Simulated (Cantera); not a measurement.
AlI₃ + N₂O + N₂ (aluminium nitride and oxide growth)

Charge: 1 mol AlI₃, 1.1 mol N₂O, 28 mol N₂, at 0.790 bar.

Method: chemical equilibrium by Gibbs-energy minimisation in Cantera with the NASA 1993 tables (ideal gas, pure condensed phases). Candidate condensed phases: Al, AlI₃, AlN, Al₂O₃, I₂; 21 gas species. Mutual solubility and eutectic melting of coexisting phases are not modelled. Equilibrium is a limit: real reactors are often held back by kinetics, nucleation or transport.

From 1250 K to 1500 K the condensed part is Al₂O₃(s). From 1550 K to 1700 K the condensed part is AlN(s) + Al₂O₃(s). The main Al-bearing gas is AlI₃ at 1250 K and AlI at 1700 K.

```
T (K)   x N₂     x I      x I₂   x AlI₃     x AlI   x Al₂I₆      x Al  n Al₂O₃(s)  n AlN(s)
-----  -----  ------  --------  -------  --------  --------  --------  ----------  --------
1250   0.934  0.0451    0.0127  0.00856   1.76e-7   6.96e-8    <1e-12       0.367         0
1300   0.931  0.0515   0.00940  0.00853   7.72e-7   5.02e-8    <1e-12       0.367         0
1350   0.928  0.0568   0.00670  0.00850   3.20e-6   3.72e-8    <1e-12       0.367         0
1400   0.926  0.0607   0.00468  0.00847   1.25e-5   2.83e-8    <1e-12       0.367         0
1450   0.925  0.0635   0.00324  0.00843   4.60e-5   2.18e-8  9.41e-12       0.367         0
1500   0.924  0.0656   0.00225  0.00831  0.000157   1.69e-8  8.70e-11       0.367         0
1550   0.920  0.0713   0.00178  0.00656  0.000355   8.50e-9  4.77e-10       0.367    0.0481
1600   0.917  0.0765   0.00140  0.00488  0.000720   3.86e-9   2.23e-9       0.367    0.0892
1650   0.914  0.0803   0.00108  0.00351   0.00137   1.66e-9   9.51e-9       0.367     0.112
1700   0.912  0.0827  0.000822  0.00244   0.00248  6.79e-10   3.71e-8       0.367     0.110
```
x: gas mole fraction; n: condensed amount in mol.
